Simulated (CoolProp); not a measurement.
Vapour-liquid equilibrium of CH2F2 (R32) (1) + R125 (2) at 244.1 K; x and y are mole fractions of (1).

Values from CoolProp's multi-fluid Helmholtz-energy mixture model, Tillner-Roth 1997 and Lemmon 2005; pair parameters Lemmon 2004.

```json
[
 {"x": "0.05", "bubble pressure, mixture model (bar)": "___", "bubble pressure, Raoult's law (bar)": "2.394", "y, mixture model": "0.064", "y, Raoult's law": "0.059"},
 {"x": "0.125", "bubble pressure, mixture model (bar)": "2.470", "bubble pressure, Raoult's law (bar)": "2.430", "y, mixture model": "0.157", "y, Raoult's law": "0.146"},
 {"x": "0.2", "bubble pressure, mixture model (bar)": "___", "bubble pressure, Raoult's law (bar)": "2.465", "y, mixture model": "0.245", "y, Raoult's law": "0.231"},
 {"x": "0.275", "bubble pressure, mixture model (bar)": "2.583", "bubble pressure, Raoult's law (bar)": "2.501", "y, mixture model": "0.327", "y, Raoult's law": "0.313"},
 {"x": "0.35", "bubble pressure, mixture model (bar)": "___", "bubble pressure, Raoult's law (bar)": "2.536", "y, mixture model": "0.404", "y, Raoult's law": "0.392"},
 {"x": "0.425", "bubble pressure, mixture model (bar)": "___", "bubble pressure, Raoult's law (bar)": "2.572", "y, mixture model": "0.478", "y, Raoult's law": "0.470"},
 {"x": "0.5", "bubble pressure, mixture model (bar)": "2.724", "bubble pressure, Raoult's law (bar)": "2.607", "y, mixture model": "0.548", "y, Raoult's law": "0.545"},
 {"x": "0.575", "bubble pressure, mixture model (bar)": "2.762", "bubble pressure, Raoult's law (bar)": "2.642", "y, mixture model": "0.615", "y, Raoult's law": "0.619"},
 {"x": "0.65", "bubble pressure, mixture model (bar)": "2.793", "bubble pressure, Raoult's law (bar)": "2.678", "y, mixture model": "0.681", "y, Raoult's law": "0.690"},
 {"x": "0.725", "bubble pressure, mixture model (bar)": "2.819", "bubble pressure, Raoult's law (bar)": "2.713", "y, mixture model": "___", "y, Raoult's law": "0.760"},
 {"x": "0.8", "bubble pressure, mixture model (bar)": "2.838", "bubble pressure, Raoult's law (bar)": "2.749", "y, mixture model": "0.811", "y, Raoult's law": "0.828"},
 {"x": "0.875", "bubble pressure, mixture model (bar)": "2.848", "bubble pressure, Raoult's law (bar)": "2.784", "y, mixture model": "___", "y, Raoult's law": "0.894"},
 {"x": "0.95", "bubble pressure, mixture model (bar)": "2.849", "bubble pressure, Raoult's law (bar)": "2.820", "y, mixture model": "0.949", "y, Raoult's law": "0.958"}
]
```

### Question
Complete the blanks.

### Answer

- 0.05, bubble pressure, mixture model (bar): 2.411
- 0.2, bubble pressure, mixture model (bar): 2.528
- 0.35, bubble pressure, mixture model (bar): 2.635
- 0.425, bubble pressure, mixture model (bar): 2.682
- 0.725, y, mixture model: 0.746
- 0.875, y, mixture model: 0.878

The largest gap from Raoult's law is +4.5 % in bubble pressure, at x = 0.575. y crosses x between x = 0.875 and 0.95: the model has an azeotrope there.

Pair parameters are fitted to limited data, so mixtures are less certain than the pure fluids.
